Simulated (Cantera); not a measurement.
Charge: 1 mol Si, 0.61 mol CO2, 530 mol N2, held at 100 Torr.

These are equilibrium values from Cantera (NASA tables, ideal gas, pure condensed phases), not measurements of a reactor. Candidate condensed phases: C, Si, SiC, SiO2, Si2N2O, Si3N4; 34 gas species. Rates play no part. All values below are at 1750 K.

Base state: N2 0.998, CO 0.00115, SiO 0.000416 (mole fractions); condensed: Si2N2O(s).

### Question
What changes in the equilibrium state with this change: pressure from 100 Torr to 6.90 Torr?

### Answer
| species | before | after |
|---|---|---|
| N2 | 0.998 | 0.998 |
| SiO | 0.000416 | 0.00148 |
| CO | 0.00115 | 0.000815 |
| Si | 8.45e-7 | 6.05e-5 |
| Si2N2O(s), mol | 0.389 | 0 |
| SiC(s), mol | 0 | 0.177 |
